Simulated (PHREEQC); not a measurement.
Make-up at 25 °C: 0.016 mol/kgw NH4Cl, 0.00051 mol/kgw Na2HPO4 and 6.8e-05 mol/kgw KCl. Closed to the air; pH follows from the charge balance.

Model: ion-association model, phreeqc.dat, run in PHREEQC.

```csv
quantity,before,after
pH,7.34,7.93
ionic strength (mol/kgw),0.0173,0.00306
HPO4-2 (mol/kgw),0.000339,0.000439
H2PO4- (mol/kgw),0.000171,7.01e-5
NH3 (mol/kgw),0.000170,6.92e-5
NaHPO4- (mol/kgw),4.04e-7,6.87e-7
SI of Halite (NaCl),-6.47,-7.39
SI of Sylvite (KCl),-6.98,-7.90
```

Which change was made?
A) 0.013 mol/kgw NH3 added
B) temperature from 25 to 75 °C
C) NH4Cl from 0.016 to 0.0016 mol/kgw
D) Na2HPO4 from 0.00051 to 0.000765 mol/kgw
E) KCl replaced by KOH at the same molality

C, NH4Cl from 0.016 to 0.0016 mol/kgw

Precipitation was switched off in this run.
